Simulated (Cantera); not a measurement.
What does this Cantera script print?

```python
import numpy as np
import cantera as ct

gas_names = """
    H H2 N NH NH2 NH3 N2 N2H2 N2H4 Si SiH SiH2 SiH3 SiH4 SiN Si2 Si2N Si3
""".split()
cond_names = """
    Si(cr) Si(L) Si3N4(a)
""".split()


# ... load() reads the species with a 1 bar reference pressure and builds the phases ...
atoms = {
    'trisilylamine': {'Si': 3, 'N': 1, 'H': 9},
    'NH3': {'N': 1, 'H': 3},
}
top_T = {'Si3N4(a)': 2400}  # K; cautious upper limits of use, not melting points


# ... equilibrate(T, P, feed) seeds the gas with the atoms and calls Mixture.equilibrate('TP', solver="vcs", rtol=1e-11, max_steps=5000) ...
results = []
feed = {'trisilylamine': 1, 'NH3': 0.68}  # mol
T = 848.15  # K
P = 35  # Pa
mix = equilibrate(T, P, feed)
results.append((T, P, feed, dict(zip(mix.species_names, mix.species_moles))))
print(gas.report(threshold=1e-05))
for i in range(1, mix.n_phases):
    print(f"{mix.phase(i).name:16s} {mix.phase_moles(i):12.5e} mol")
```

Output:

```
       temperature   848.15 K
          pressure   35 Pa
           density   1.0006e-05 kg/m^3
  mean mol. weight   2.016 kg/kmol
   phase of matter   gas

                          1 kg             1 kmol
                     ---------------   ---------------
          enthalpy        7.9999e+06        1.6128e+07  J
   internal energy        4.5019e+06        9.0758e+06  J
           entropy        1.1282e+05        2.2746e+05  J/K
    Gibbs function       -8.7693e+07       -1.7679e+08  J
 heat capacity c_p             14776             29788  J/K
 heat capacity c_v             10652             21473  J/K

                      mass frac. Y      mole frac. X     chem. pot. / RT
                     ---------------   ---------------   ---------------
                H2                 1                 1            -25.07
     [  +17 minor]        2.1411e-09        1.1283e-09

Si(cr)            1.74000e+00 mol
Si3N4(a)          4.20000e-01 mol
```

These are equilibrium values from Cantera (NASA tables, ideal gas, pure condensed phases), not measurements of a reactor. The feed counts by its element totals alone.
